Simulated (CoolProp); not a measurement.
Methane along the isotherm 211.5 K: Z from the reference equation and from simpler models built on Tc = 190.6 K, pc = 4.599 MPa, ω = 0.011; each cubic takes its own stable root.

Values from CoolProp's reference Helmholtz-energy equation of state, Setzmann 1991.

| p (MPa) | phase | reference |
|---|---|---|
| 0.145 | gas | 0.9923 |
| 0.299 | gas | 0.9839 |
| 0.613 | gas | 0.9668 |
| 1.26 | gas | 0.9302 |
| 2.59 | gas | 0.8489 |
| 5.31 | supercritical | 0.6439 |
| 10.9 | supercritical | 0.4212 |
| 22.4 | supercritical | 0.6765 |
| 46 | supercritical | 1.199 |

### Question
How far does each simpler model (van der Waals, Redlich-Kwong, Peng-Robinson) lie from the reference over these 9 states: mean and median of the absolute difference, and the worst?

### Answer
- van der Waals: mean 8.6 %, median 0.7 %, worst +27.9 % at 211.5 K and 46 MPa
- Redlich-Kwong: mean 1.6 %, median 0.2 %, worst +9.6 % at 211.5 K and 10.9 MPa
- Peng-Robinson: mean 2.8 %, median 1.2 %, worst -9.7 % at 211.5 K and 46 MPa
